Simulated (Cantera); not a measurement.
Charge: 1 mol C₂F₆, 1.6 mol F₂, 1.1 mol H₂, equilibrated at 1.70 mbar.

Equilibrium computed with Cantera from the NASA thermochemical tables; the gas is ideal and each condensed phase is pure. Candidate condensed phases: C, C₆H₆, C₇H₈, C₈H₁₈; 95 gas species. The feed counts by its element totals alone. Equilibrium is a limit: real reactors are often held back by kinetics, nucleation or transport. All values below are at 3473 K.

Base state: F 0.684, H 0.137, C 0.110, HF 0.0397, CF 0.0139, C₂ 0.00899, C₃ 0.00614, H₂ 0.000103 (mole fractions); condensed: gas only.

Task: What changes in the equilibrium state with this change: F₂ from 1.6 to 0.14 mol?

Result: 
| species | before | after |
|---|---|---|
| F | 0.684 | 0.596 |
| H | 0.137 | 0.183 |
| C | 0.110 | 0.134 |
| C₃ | 0.00614 | 0.0111 |
| C₂ | 0.00899 | 0.0134 |
| HF | 0.0397 | 0.0464 |
| CF | 0.0139 | 0.0148 |
| C₄ | 5.12e-6 | 1.13e-5 |
| C₂H | 4.91e-5 | 9.81e-5 |
| H₂ | 0.000103 | 0.000186 |
